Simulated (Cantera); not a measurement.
## Thermodynamics of carbon deposition, reforming and gasification, feed C₆H₆ + CO₂ + NH₃

Feed: 1 mol C₆H₆, 0.12 mol CO₂, 0.64 mol NH₃, held at 0.100 bar.

These are equilibrium values from Cantera (NASA tables, ideal gas, pure condensed phases), not measurements of a reactor. Candidate condensed phases: C, C₆H₆, C₇H₈, C₈H₁₈, H₂O; 169 gas species. Ions and electrons are included (thermal ionisation). Rates play no part.

| T (K) | x H | x H₂ | x C | x C₃ | x C₂ | x CO | x N₂ | x C₂H₂ (acetylene) | x HCN | x C₂H | x CN | x N | n C(graphite) |
|---|---|---|---|---|---|---|---|---|---|---|---|---|---|
| 3000 | 0.350 | 0.492 | 0.000507 | 0.00312 | 0.000317 | 0.0434 | 0.0401 | 0.0306 | 0.0281 | 0.00374 | 0.00206 | 8.82e-6 | 5.22 |
| 3500 | 0.590 | 0.0998 | 0.0234 | 0.143 | 0.0203 | 0.0261 | 0.0190 | 0.0133 | 0.0143 | 0.0248 | 0.0131 | 9.67e-5 | 0 |
| 4000 | 0.651 | 0.0167 | 0.133 | 0.0815 | 0.0470 | 0.0211 | 0.0159 | 0.000407 | 0.00249 | 0.00777 | 0.0203 | 0.000707 | 0 |
| 4500 | 0.583 | 0.00285 | 0.314 | 0.0121 | 0.0339 | 0.0179 | 0.0133 | 7.08e-6 | 0.000320 | 0.000986 | 0.0174 | 0.00328 | 0 |
| 5000 | 0.556 | 0.000747 | 0.383 | 0.000607 | 0.00976 | 0.0169 | 0.0120 | 1.13e-7 | 4.03e-5 | 7.33e-5 | 0.00961 | 0.0115 | 0 |
x: gas mole fraction; n: condensed amount in mol.

At 3000 K the condensed part is C(graphite). From 3500 K to 5000 K nothing is condensed. The main C-bearing gas is C₂H₂ (acetylene) at 3000 K and C at 5000 K.
